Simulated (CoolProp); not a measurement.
The fluid at 441.36 K and 3.96 MPa is throttled through a valve to 1.91 MPa with no heat exchange. The same conditions are run with several fluids, on thermodynamics alone (safety and materials aside).

Model: reference Helmholtz-energy equation of state of each fluid (carbon monoxide: Lemmon 2006; R114: Platzer 1990; dry air: Lemmon 2000; R143a: Lemmon and Jacobsen 2000; R115: Lemmon 2016), in CoolProp. The equations of Platzer and Polt are older, rougher fits. Blends and air are pseudo-pure fits.

```csv
fluid,temperature change (K),final density (kg/m³)
carbon monoxide,-1.6,___
R114,___,___
dry air,-1.5,15.0
R143a,-12.5,49.4
R115,___,92.6
```

Problem. What belongs in the gaps?

Solution. 
- carbon monoxide, final density (kg/m³): 14.5
- R114, temperature change (K): -30.8
- R114, final density (kg/m³): 130
- R115, temperature change (K): -12.0
